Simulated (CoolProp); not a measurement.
A simple Rankine cycle with ethanol: condensing at 302.15 K, boiler at 2.75 MPa, turbine inlet 471 K, turbine efficiency 0.9, pump efficiency 0.7, no recuperator. Each further row changes one setting.

Model: reference Helmholtz-energy equation of state, Schroeder 2014, in CoolProp.

```csv
case,thermal efficiency (%),net work (kJ/kg),heat in (kJ/kg),turbine exit temperature (K),volume ratio over the turbine
as stated,___,___,1090,302.1,214
turbine inlet 491 K,26.1,302,___,302.1,198
condensing temperature 294.15 K,26.9,299,1110,294.1,___
boiler pressure 1.92 MPa,24.8,282,1130,302.1,___
turbine efficiency 0.8,___,248,1090,302.1,___
```

### Question
Complete the blanks.

### Answer

- as stated, thermal efficiency (%): 25.7
- as stated, net work (kJ/kg): 280
- turbine inlet 491 K, heat in (kJ/kg): 1160
- condensing temperature 294.15 K, volume ratio over the turbine: 328
- boiler pressure 1.92 MPa, volume ratio over the turbine: 138
- turbine efficiency 0.8, thermal efficiency (%): 22.8
- turbine efficiency 0.8, volume ratio over the turbine: 222

The expansion ends wet for: as stated; turbine inlet 491 K; condensing temperature 294.15 K; boiler pressure 1.92 MPa; turbine efficiency 0.8.
